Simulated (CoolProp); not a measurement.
CH3F (R41) along the isotherm 384.1 K: density (kg/m³) from the reference equation and from simpler models built on Tc = 317.3 K, pc = 5906 kPa, ω = 0.200; each cubic takes its own stable root.

Computed with CoolProp (reference Helmholtz-energy equation of state, Lemmon 2006). It is a short technical equation, of lower accuracy than the large ones.

```csv
p (kPa),phase,reference,ideal gas,van der Waals,Redlich-Kwong,Soave-Redlich-Kwong,Peng-Robinson
923,gas,10.17,9.836,(withheld),10.15,10.12,10.17
1850,gas,21.11,19.71,20.98,21.02,20.88,21.09
2770,gas,32.78,29.52,32.52,(withheld),32.23,32.72
3690,gas,45.37,39.32,45.00,45.01,44.32,45.22
4610,gas,59.00,49.13,58.60,58.46,57.23,58.69
5540,gas,73.98,59.04,73.77,73.24,71.20,73.38
6460,supercritical,90.15,68.84,90.54,89.20,86.00,89.07
7380,supercritical,107.8,78.65,109.5,106.7,101.8,106.0
8310,supercritical,127.4,88.56,131.4,125.9,118.9,124.3
9230,supercritical,148.6,98.36,156.0,146.6,136.8,143.6
10200,supercritical,173.0,108.7,184.0,169.9,156.6,164.9
11100,supercritical,197.4,118.3,209.0,192.3,175.4,185.3
12000,supercritical,223.1,127.9,230.9,214.5,194.3,205.8
12900,supercritical,249.5,137.5,249.1,235.7,212.9,226.0
13800,supercritical,(withheld),147.1,264.2,255.5,230.8,245.6
14800,supercritical,303.9,157.7,278.1,275.5,249.5,(withheld)
```

Problem. Complete the blanks.

Solution. 
- 923, van der Waals: 10.13
- 2770, Redlich-Kwong: 32.58
- 13800, reference: 275.8
- 14800, Peng-Robinson: 266.2
